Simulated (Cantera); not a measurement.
A perfectly stirred reactor is fed with CH₄ : H₂ : N₂ = 0.027 : 1 : 0.0042 (molar parts), at 0.132 atm; it is held at 1200 K, and followed from long to short residence time.

Detailed kinetics in Cantera: GRI-Mech 3.0 (53 species, 325 reactions). GRI-Mech 3.0 stops at C3 and has no aromatics, soot or wall deposition, so with more carbon than oxygen in the feed, carbon stays in small species such as C2H2 where larger ones or solid carbon would form.

**Question.** What does this change do: temperature 1200 to 1700 K?

**Answer.** 
| quantity | before | after |
|---|---|---|
| x(CH₄) at τ = 0.440 s | 0.0262 | 0.0162 |
| x(H₂) at τ = 0.440 s | 0.970 | 0.974 |
| x(H) at τ = 0.440 s | 2.98e-7 | 0.000380 |
| x(C₂H₂) at τ = 0.440 s | 1.48e-10 | 0.00475 |
| x(C₂H) at τ = 0.440 s | <1e-12 | 1.03e-8 |
| x(CH₄) at τ = 18.0 ms | 0.0262 | 0.0252 |
| x(H₂) at τ = 18.0 ms | 0.970 | 0.970 |
| x(H) at τ = 18.0 ms | 2.05e-8 | 0.000332 |
| x(C₂H₂) at τ = 18.0 ms | <1e-12 | 0.000334 |
| x(C₂H) at τ = 18.0 ms | <1e-12 | 6.39e-10 |
